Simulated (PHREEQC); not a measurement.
Solution (20 °C): 0.0081 mol HCl, 0.00026 mol Li2SO4 and 0.0011 mol Fe2(SO4)3 per kg of water. Closed to the air; pH follows from the charge balance.

All values are PHREEQC results (ion-association model, phreeqc.dat), not measurements.

The pH is 2.16. The ionic strength comes out as 0.0143 mol/kgw and the total alkalinity is -12.5 meq/kg.

```csv
species,molality,activity,log γ
Cl-,0.00805,0.00713,-0.053
H+,0.00766,0.00691,-0.045
FeSO4+,0.00150,0.00134,-0.051
SO4-2,0.00137,0.000862,-0.203
HSO4-,0.000587,0.000521,-0.052
Li+,0.000518,0.000463,-0.049
Fe+3,0.000399,0.000158,-0.402
FeOH+2,0.000174,0.000110,-0.202
FeCl+2,4.62e-5,2.90e-5,-0.202
FeHSO4+2,4.01e-5,2.49e-5,-0.207
Fe(SO4)2-,2.78e-5,2.47e-5,-0.052
Fe(OH)2+,4.85e-6,4.32e-6,-0.050
Fe2(OH)2+4,2.68e-6,3.98e-7,-0.829
```

Precipitation was switched off in this run. Saturation is exceeded, for instance for Hematite (slow to form), Goethite (slow to form); the values hold only as long as no solid forms. Complexes and solids missing from the database can't appear.
